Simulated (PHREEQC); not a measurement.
Consider water at 25 °C with 100 mmol/kgw NH4HS and 25 mmol/kgw CsI. Closed to the air; pH follows from the charge balance.

The numbers come from PHREEQC with the ion-association model, wateq4f.dat.

Each row changes one thing in this solution. No solid was allowed to form.

| case | pH | ionic strength (mol/kgw) |
|---|---|---|
| as made | 8.08 | 0.120 |
| NH4HS replaced by NH3 at the same molality | 11.12 | 0.0265 |
| diluted 100-fold with water | ? | ? |
| NH4HS left out | 6.99 | 0.0250 |
| CsI from 0.025 to 0.05 mol/kgw | 8.08 | 0.145 |
| 0.1 mol/kgw NaCl added | 8.07 | 0.220 |
| NH4HS replaced by NaHS at the same molality | ? | 0.125 |
| temperature from 25 to 50 °C | 7.60 | 0.117 |
| CsI left out | 8.08 | ? |

What belongs in the gaps?


- diluted 100-fold with water, pH: 8.09
- diluted 100-fold with water, ionic strength (mol/kgw): 0.00119
- NH4HS replaced by NaHS at the same molality, pH: 9.60
- CsI left out, ionic strength (mol/kgw): 0.0949

Species that the database lacks are ignored. Constants without temperature data keep their 25 °C values here. The polysulfide entries of wateq4f.dat were taken out for this run.
